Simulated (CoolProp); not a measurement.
Vapour-liquid equilibrium of CHF3 (R23) (1) + R143a (2) at 7.37 bar; x and y are mole fractions of (1).

Computed with CoolProp (multi-fluid Helmholtz-energy mixture model, Penoncello 2003 and Lemmon and Jacobsen 2000; pair parameters Bell 2016).

| x | bubble temperature (°C) | y at the bubble point | dew temperature at overall composition x (°C) | liquid density (mol/L) |
|---|---|---|---|---|
| 0.05 | 2.3 | 0.126 | 4.4 | 12.24 |
| 0.2 | -7.7 | 0.438 | 0.1 | 13.11 |
| 0.35 | -16.4 | 0.651 | -4.6 | 14.00 |
| 0.5 | -23.6 | 0.787 | -10.0 | 14.88 |
| 0.65 | -29.2 | 0.876 | -16.4 | 15.77 |
| 0.8 | -33.8 | 0.938 | -24.3 | 16.70 |
| 0.95 | -37.7 | 0.986 | -34.8 | 17.70 |

No azeotrope shows between x = 0.05 and 0.95.

The pair parameters rest on a limited set of measurements; away from them the model extrapolates.
